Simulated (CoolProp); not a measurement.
A single-stage vapour-compression cycle with n-perfluorobutane: evaporating at 229.15 K (dew point), condensing at 256.15 K (bubble point), superheat 8 K, subcooling 2 K, compressor efficiency 0.75, no pressure losses. Each further row changes one setting.

The numbers come from the reference Helmholtz-energy equation of state, Gao 2022 in CoolProp.

```
case                              cooling COP  pressure ratio  discharge temperature (K)  refrigerating effect (kJ/kg)  volumetric capacity (kJ/m³)
--------------------------------  -----------  --------------  -------------------------  ----------------------------  ---------------------------
as stated                                5.61            4.20                      258.2                          90.2                          139
evaporating temperature 234.15 K         7.28            3.12                      259.0                          94.0                          192
condensing temperature 251.15 K          7.14            3.31                      254.7                          95.6                          147
subcooling 7 K                           5.95            4.20                      258.2                          95.6                          147
superheat 18 K                           5.84            4.20                      268.6                          98.0                          145
compressor efficiency 0.65               4.86            4.20                      261.2                          90.2                          139
```
